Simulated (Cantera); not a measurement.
An isothermal, constant-pressure homogeneous reactor starts with CH4 : H2 : O2 = 0.0041 : 1 : 0.012 (molar parts), equivalence ratio 42, at 2975 K and 165 Torr.

Model: GRI-Mech 3.0 (53 species, 325 reactions), integrated in Cantera.

x: mole fraction; the columns are a selection and need not sum to one.

```tsv
t (s)	x CH4	x H2	x O2	x C2H6	x CO	x C2H4	x OH
8.00e-6	0.00315	0.967	0.00827	___	1.71e-5	1.14e-6	0.000115
2.48e-5	0.00203	0.934	0.000337	___	0.000154	5.56e-6	0.000314
7.67e-5	0.000925	0.915	1.67e-7	___	0.000577	2.82e-6	0.000461
0.000237	0.000167	0.891	3.21e-7	8.62e-10	0.00195	3.36e-7	0.000623
0.000734	5.24e-6	0.850	6.48e-7	1.15e-12	0.00370	3.21e-9	0.000858
0.00227	1.02e-11	0.772	1.87e-6	<1e-12	0.00362	<1e-12	0.00139
0.00704	3.12e-12	0.718	3.24e-6	<1e-12	0.00351	<1e-12	0.00176
0.0218	2.89e-12	0.714	3.36e-6	<1e-12	0.00350	<1e-12	0.00179
0.0674	2.89e-12	0.714	3.36e-6	<1e-12	0.00350	<1e-12	0.00179
0.209	2.89e-12	0.714	3.36e-6	<1e-12	0.00350	<1e-12	0.00179
0.646	2.89e-12	0.714	3.36e-6	<1e-12	0.00350	<1e-12	0.00179
2.00	2.89e-12	0.714	3.36e-6	<1e-12	0.00350	<1e-12	0.00179
```

### Question
What belongs in the gaps?

### Answer

- 8.00e-6, x C2H6: 4.53e-8
- 2.48e-5, x C2H6: 6.62e-8
- 7.67e-5, x C2H6: 1.98e-8
